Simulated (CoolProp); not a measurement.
Vapour-liquid equilibrium of n-octane (1) + ethylbenzene (2) at 0.137 MPa; x and y are mole fractions of (1).

Model: multi-fluid Helmholtz-energy mixture model, Beckmüller 2019 and Zhou 2012; pair parameters Bell 2016, in CoolProp.

Problem. Give the bubble temperature and the first vapour's composition at x = 0.15, 0.25, 0.45. Is there an azeotrope?

Solution. x = 0.15: 417.7 K, y = 0.209; x = 0.25: 416.0 K, y = 0.324; x = 0.45: 413.5 K, y = 0.520. No azeotrope shows between x = 0.05 and 0.95.

Pair parameters are fitted to limited data, so mixtures are less certain than the pure fluids.
